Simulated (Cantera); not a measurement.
A freely propagating, adiabatic, planar premixed flame of C3H8 : O2 : N2 = 1 : 4.17 : 15.7 (molar parts), unburnt at 700 K and 1.00 bar; unity-Lewis-number transport, grid criteria slope 0.08 and curve 0.16, no radiation.

Detailed kinetics in Cantera: GRI-Mech 3.0 (53 species, 325 reactions). GRI-Mech 3.0 was tuned for natural gas; its chemistry of propane as a main component is partial and can be far from experiment. Unity Lewis numbers drop preferential diffusion, which matters most where H2 and H carry the flame. Burning velocities carry a grid error of a few per cent, more on coarse grids.

Question: Predict: laminar burning velocity; thermal thickness; peak x(HO2); peak x(CH2CO).

Answer: 
- laminar burning velocity: 133 cm/s
- thermal thickness: 0.305 mm
- peak x(HO2): 0.000194
- peak x(CH2CO): 0.00110
